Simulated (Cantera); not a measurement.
Feed: 1 mol SiH₂Cl₂, 0.48 mol C₂H₂, 69 mol H₂, held at 150 Torr.

Equilibrium computed with Cantera from the NASA thermochemical tables; the gas is ideal and each condensed phase is pure. Candidate condensed phases: C, C₆H₆, C₇H₈, C₈H₁₈, Si, SiC; 109 gas species. The tables' values for SiCl are old estimates; treat these amounts as uncertain. Gases not in the tables: Si₂H₆ and higher silanes. Equilibrium is a limit: real reactors are often held back by kinetics, nucleation or transport. All values below are at 2525 K.

Base state: H₂ 0.898, H 0.0594, HCl 0.0247, Si 0.00837, C₂H₂ (acetylene) 0.00483, Cl 0.00115, SiC₂ 0.00104, Si₂C 0.000986 (mole fractions); condensed: gas only.

What changes in the equilibrium state with this change: SiH₂Cl₂ replaced by CH₃SiH₃?


| species | before | after |
|---|---|---|
| H₂ | 0.898 | 0.918 |
| H | 0.0594 | 0.0601 |
| C₂H₂ (acetylene) | 0.00483 | 0.0102 |
| HCl | 0.0247 | 0 |
| Si | 0.00837 | 0.00756 |
| Cl | 0.00115 | 0 |
| SiCl | 0.000389 | 0 |
| SiCl₂ | 0.000288 | 0 |
| SiC(s), mol | 0 | 0.0160 |
The feed counts by its element totals alone.
